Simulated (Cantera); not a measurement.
Feed: 1 mol AlN, 0.19 mol Br₂, 0.33 mol H₂, equilibrated at 1000 K and 1.00 bar.

Equilibrium computed with Cantera from the NASA thermochemical tables; the gas is ideal and each condensed phase is pure. Candidate condensed phases: Al, AlBr₃, AlN, Br₂; 19 gas species. Kinetics and transport are ignored.

Base state: H₂ 0.552, AlBr₃ 0.185, HBr 0.167, N₂ 0.0941, Al₂Br₆ 0.00138, NH₃ 7.32e-5 (mole fractions); condensed: AlN(s).

Question: What changes in the equilibrium state with this change: temperature from 1000 K to 1075 K?

Answer: 
```json
[
 {"species": "H₂", "before": "0.552", "after": "0.555"},
 {"species": "AlBr₃", "before": "0.185", "after": "0.189"},
 {"species": "HBr", "before": "0.167", "after": "0.160"},
 {"species": "N₂", "before": "0.0941", "after": "0.0953"},
 {"species": "Al₂Br₆", "before": "0.00138", "after": "0.000600"},
 {"species": "NH₃", "before": "7.32e-5", "after": "4.67e-5"},
 {"species": "AlN(s), mol", "before": "0.902", "after": "0.901"}
]
```
